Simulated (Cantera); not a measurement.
Input: 1 mol Si, 0.19 mol N₂O, 30 mol N₂, equilibrated at 725 °C and 0.0133 bar.

These are equilibrium values from Cantera (NASA tables, ideal gas, pure condensed phases), not measurements of a reactor. Candidate condensed phases: Si, SiO₂, Si₂N₂O, Si₃N₄; 16 gas species. Equilibrium is a limit: real reactors are often held back by kinetics, nucleation or transport.

Base state: N₂ 1.00 (mole fractions); condensed: Si₂N₂O(s) + Si₃N₄(s).

**Question.** What changes in the equilibrium state with this change: Si replaced by Si₃N₄?

**Answer.** 
```json
[
 {"species": "N₂", "before": "1.00", "after": "1.00"},
 {"species": "Si₂N₂O(s), mol", "before": "0.190", "after": "0.190"},
 {"species": "Si₃N₄(s), mol", "before": "0.207", "after": "0.873"}
]
```
